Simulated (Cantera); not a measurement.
A closed system holds: 1 mol Si, 2.4 mol CO, 50 mol H2, at 1198 K and 12.0 bar.

Method: chemical equilibrium by Gibbs-energy minimisation in Cantera with the NASA 1993 tables (ideal gas, pure condensed phases). Candidate condensed phases: C, C6H6, C7H8, C8H18, H2O, Si, SiC, SiO2; 123 gas species. The tables hold silica as quartz up to 1696 K and as liquid above; real silica turns to tridymite and cristobalite and melts near 1996 K. Equilibrium is a limit: real reactors are often held back by kinetics, nucleation or transport.

Base state: H2 0.946, CH4 0.0461, H2O 0.00440, CO 0.00391, CO2 1.33e-5 (mole fractions); condensed: SiO2(β-quartz).

**Question.** What changes in the equilibrium state with this change: temperature from 1198 K to 1525 K?

**Answer.** 
```csv
species,before,after
H2,0.946,0.966
CH4,0.0461,0.0256
CO,0.00391,0.00801
H2O,0.00440,0.000134
C2H2 (acetylene),6.71e-9,1.17e-5
CO2,1.33e-5,4.11e-7
C2H4,9.57e-7,3.02e-5
"SiO2(β-quartz), mol",1.00,1.000
"C(graphite), mol",0,0.746
```

**Question.** What changes in the equilibrium state with this change: temperature from 1198 K to 1498 K?

**Answer.** 
```tsv
species	before	after
H2	0.946	0.963
CH4	0.0461	0.0289
CO	0.00391	0.00801
H2O	0.00440	0.000161
C2H4	9.57e-7	2.85e-5
CO2	1.33e-5	5.20e-7
SiO2(β-quartz), mol	1.00	1.000
C(graphite), mol	0	0.590
```
